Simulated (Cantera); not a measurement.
# Ignition delay

Mixture: CH₄ : CO : O₂ : N₂ : C₂H₆ = 1 : 0.063 : 1.35 : 5.09 : 0.02 (molar parts), at 4.93 atm, adiabatic and at constant pressure. Ignition delay is the time to a rise of 400 K.

Computed with Cantera and GRI-Mech 3.0 (53 species, 325 reactions).

```csv
T0 (K),delay (ms)
1225,6.08
1275,3.35
1325,1.88
1375,1.07
1425,0.613
1475,0.359
1525,0.214
1575,0.131
1625,0.0821
```

```yaml
apparent activation energy between 1525 and 1625 K: 200 kJ/mol
```
